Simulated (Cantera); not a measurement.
An isothermal, constant-pressure homogeneous reactor starts with H₂ : O₂ : H₂O = 0.31 : 1 : 0.098 (molar parts), equivalence ratio 0.15, at 975 K and 21.8 Torr.

Detailed kinetics in Cantera: GRI-Mech 3.0 (53 species, 325 reactions). Radical loss at walls, strong at low pressure, is not modelled. The temperature is held fixed by assumption; the heat of reaction is taken as removed at once.

x: mole fraction; the columns are a selection and need not sum to one.

```
t (s)         x H₂   x O₂    x H₂O₂      x OH   x H₂O
--------  --------  -----  --------  --------  ------
0.000900     0.220  0.710  2.18e-11   9.98e-8  0.0696
0.00185      0.208  0.705   1.25e-7  0.000857  0.0785
0.00379    0.00942  0.665   2.30e-6   0.00335   0.303
0.00777    0.00158  0.674   1.70e-6  0.000666   0.323
0.0159    0.000444  0.674   1.08e-6  0.000260   0.325
0.0327           …  0.674         …         …   0.325
0.0671     3.45e-5  0.674   3.47e-7   7.49e-5   0.326
0.138            …  0.674         …         …   0.326
0.282      1.49e-6  0.674   9.01e-8   2.43e-5   0.326
0.579      2.74e-7  0.674   4.46e-8   1.46e-5   0.326
1.19       6.33e-8  0.674   2.24e-8   9.15e-6   0.326
2.44       2.13e-8  0.674   1.15e-8   5.97e-6   0.326
5.00       8.71e-9  0.674   5.91e-9   3.99e-6   0.326
```

Question: What belongs in the gaps?

Answer: 
- 0.0327, x H₂: 0.000131
- 0.0327, x H₂O₂: 6.37e-7
- 0.0327, x OH: 0.000135
- 0.138, x H₂: 7.73e-6
- 0.138, x H₂O₂: 1.80e-7
- 0.138, x OH: 4.22e-5
